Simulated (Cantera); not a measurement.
An isothermal, constant-pressure homogeneous reactor starts with 24.9 % H2, 34.1 % O2, 41.0 % N2, at 1423 K and 0.987 atm.

Model: the H2/O2 subset of GRI-Mech 3.0, which has no nitrogen chemistry, integrated in Cantera. The temperature is held fixed by assumption; the heat of reaction is taken as removed at once.

x: mole fraction; the columns are a selection and need not sum to one.

| t (s) | x H2 | x O2 | x H2O | x O | x H | x HO2 | x OH |
|---|---|---|---|---|---|---|---|
| 2.00e-6 | 0.249 | 0.341 | 1.63e-6 | 4.75e-7 | 1.50e-6 | 4.79e-7 | … |
| 9.28e-6 | 0.174 | 0.305 | 0.0538 | 0.0126 | 0.0344 | 0.000128 | … |
| 4.31e-5 | 0.00206 | 0.246 | 0.279 | 0.00234 | 0.000754 | 0.000105 | … |
| 0.000200 | 7.06e-5 | 0.247 | 0.284 | 8.49e-5 | 5.17e-6 | 8.18e-6 | … |
| 0.000928 | 5.03e-6 | 0.247 | 0.284 | 8.72e-6 | 1.61e-7 | 9.42e-7 | … |
| 0.00431 | 8.06e-7 | 0.248 | 0.285 | 1.58e-6 | 1.27e-8 | 2.59e-7 | … |
| 0.0200 | 3.76e-7 | 0.248 | 0.285 | 6.92e-7 | 4.19e-9 | 2.08e-7 | 6.90e-5 |
| 0.0928 | 3.68e-7 | 0.248 | 0.285 | 6.74e-7 | 4.06e-9 | 2.08e-7 | 6.80e-5 |
| 0.431 | 3.68e-7 | 0.248 | 0.285 | 6.74e-7 | 4.06e-9 | 2.08e-7 | 6.80e-5 |
| 2.00 | 3.68e-7 | 0.248 | 0.285 | 6.74e-7 | 4.06e-9 | 2.08e-7 | 6.80e-5 |
| 9.28 | 3.68e-7 | 0.248 | 0.285 | 6.74e-7 | 4.06e-9 | 2.08e-7 | 6.80e-5 |
| 43.1 | 3.68e-7 | 0.248 | 0.285 | 6.74e-7 | 4.06e-9 | 2.08e-7 | 6.80e-5 |
| 200 | 3.68e-7 | 0.248 | 0.285 | 6.74e-7 | 4.06e-9 | 2.08e-7 | 6.80e-5 |

Question: Complete the blanks.

Answer: 
- 2.00e-6, x OH: 3.74e-7
- 9.28e-6, x OH: 0.00919
- 4.31e-5, x OH: 0.00391
- 0.000200, x OH: 0.000763
- 0.000928, x OH: 0.000246
- 0.00431, x OH: 0.000104
